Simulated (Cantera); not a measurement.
Cantera run:

```python
import numpy as np
import cantera as ct

gas_names = """
    C CN CO CO2 C2 CCN CNC C2N2 C2O C3 C3O2 C4 C4N2 C5 Fe FeC5O5 FeO N NCO NO NO2 NO3 N2 N2O O O2 O3
""".split()
cond_names = """
    C(gr) Fe(a) Fe(c) Fe(d) Fe(L) FeC5O5(L) FeO(s) FeO(L) Fe2O3(s) Fe3O4(s)
""".split()


def load(file, names, dense=False):
    # The tables refer to 1 bar. Condensed volumes are neglected.
    table = {s.name: s for s in ct.Species.list_from_file(file)}
    out = []
    for n in names:
        d = dict(table[n].input_data)
        d["thermo"] = dict(d["thermo"], **{"reference-pressure": 1e5})
        if dense:
            d["equation-of-state"] = {"model": "constant-volume", "density": "1e6 g/cm^3"}
        out.append(ct.Species.from_dict(d))
    return out


gas = ct.Solution(thermo="ideal-gas", species=load("nasa_gas.yaml", gas_names))
cond = {s.name: ct.Solution(thermo="fixed-stoichiometry", species=[s], name=s.name)
        for s in load("nasa_condensed.yaml", cond_names, dense=True)}
atoms = {
    'Fe2O3': {'Fe': 2, 'O': 3},
    'C': {'C': 1},
    'N2': {'N': 2},
}
top_T = {'C(gr)': 4500, 'Fe2O3(s)': 1830, 'Fe3O4(s)': 1870}  # K; cautious upper limits of use, not melting points


def equilibrate(T, P, feed):
    n = {}
    for name, mol in feed.items():
        for a, k in atoms[name].items():
            n[a] = n.get(a, 0.0) + k * mol
    gas.TPX = T, P, n
    mass = sum(n.values()) * gas.mean_molecular_weight
    gas.equilibrate("TP")
    valid = [c for c in cond.values() if c.min_temp <= T <= top_T.get(c.name, c.max_temp)]
    mix = ct.Mixture([(gas, mass / gas.mean_molecular_weight)] + [(c, 0.0) for c in valid])
    mix.T, mix.P = T, P
    mix.equilibrate("TP", solver="vcs", rtol=1e-11, max_steps=5000)
    return mix


results = []
feed = {'Fe2O3': 1, 'C': 2.9, 'N2': 0.25}  # mol
for P in [10, 52, 270, 1400, 7200, 37000, 190000, 1000000]:
    for T in [998, 1073, 1148, 1223, 1298, 1373, 1448, 1523, 1598, 1673, 1748, 1823]:
        mix = equilibrate(T, P, feed)
        results.append((T, P, feed, dict(zip(mix.species_names, mix.species_moles))))

for T, P, feed, n in results:
    print(f"{T:7g} {P:10.4g}  " + (" + ".join(c for c in cond_names if n.get(c, 0) > 1e-12) or "gas only"))
```

It prints:

```
    998         10  Fe(a)
   1073         10  Fe(a)
   1148         10  Fe(a)
   1223         10  Fe(c)
   1298         10  Fe(c)
   1373         10  Fe(c)
   1448         10  Fe(c)
   1523         10  Fe(c)
   1598         10  Fe(c)
   1673         10  Fe(d)
   1748         10  Fe(d)
   1823         10  gas only
    998         52  Fe(a)
   1073         52  Fe(a)
   1148         52  Fe(a)
   1223         52  Fe(c)
   1298         52  Fe(c)
   1373         52  Fe(c)
   1448         52  Fe(c)
   1523         52  Fe(c)
   1598         52  Fe(c)
   1673         52  Fe(d)
   1748         52  Fe(d)
   1823         52  Fe(L)
    998        270  Fe(a)
   1073        270  Fe(a)
   1148        270  Fe(a)
   1223        270  Fe(c)
   1298        270  Fe(c)
   1373        270  Fe(c)
   1448        270  Fe(c)
   1523        270  Fe(c)
   1598        270  Fe(c)
   1673        270  Fe(d)
   1748        270  Fe(d)
   1823        270  Fe(L)
    998       1400  Fe(a)
   1073       1400  Fe(a)
   1148       1400  Fe(a)
   1223       1400  Fe(c)
   1298       1400  Fe(c)
   1373       1400  Fe(c)
   1448       1400  Fe(c)
   1523       1400  Fe(c)
   1598       1400  Fe(c)
   1673       1400  Fe(d)
   1748       1400  Fe(d)
   1823       1400  Fe(L)
    998       7200  C(gr) + Fe(a)
   1073       7200  Fe(a)
   1148       7200  Fe(a)
   1223       7200  Fe(c)
   1298       7200  Fe(c)
   1373       7200  Fe(c)
   1448       7200  Fe(c)
   1523       7200  Fe(c)
   1598       7200  Fe(c)
   1673       7200  Fe(d)
   1748       7200  Fe(d)
   1823       7200  Fe(L)
    998    3.7e+04  C(gr) + Fe(a)
   1073    3.7e+04  C(gr) + Fe(a)
   1148    3.7e+04  Fe(a)
   1223    3.7e+04  Fe(c)
   1298    3.7e+04  Fe(c)
   1373    3.7e+04  Fe(c)
   1448    3.7e+04  Fe(c)
   1523    3.7e+04  Fe(c)
   1598    3.7e+04  Fe(c)
   1673    3.7e+04  Fe(d)
   1748    3.7e+04  Fe(d)
   1823    3.7e+04  Fe(L)
    998    1.9e+05  C(gr) + FeO(s)
   1073    1.9e+05  C(gr) + Fe(a)
   1148    1.9e+05  C(gr) + Fe(a)
   1223    1.9e+05  Fe(c)
   1298    1.9e+05  Fe(c)
   1373    1.9e+05  Fe(c)
   1448    1.9e+05  Fe(c)
   1523    1.9e+05  Fe(c)
   1598    1.9e+05  Fe(c)
   1673    1.9e+05  Fe(d)
   1748    1.9e+05  Fe(d)
   1823    1.9e+05  Fe(L)
    998      1e+06  C(gr) + FeO(s)
   1073      1e+06  C(gr) + FeO(s)
   1148      1e+06  C(gr) + FeO(s)
   1223      1e+06  C(gr) + Fe(c)
   1298      1e+06  C(gr) + Fe(c)
   1373      1e+06  Fe(c)
   1448      1e+06  Fe(c)
   1523      1e+06  Fe(c)
   1598      1e+06  Fe(c)
   1673      1e+06  Fe(d)
   1748      1e+06  Fe(d)
   1823      1e+06  Fe(L)
```

Method: chemical equilibrium by Gibbs-energy minimisation in Cantera with the NASA 1993 tables (ideal gas, pure condensed phases). The tables' stoichiometric FeO is somewhat more stable than real wüstite, so its field is too wide. FeO: taken at fixed stoichiometry. Condensed phases not in the tables: cementite and carbon dissolved in iron.
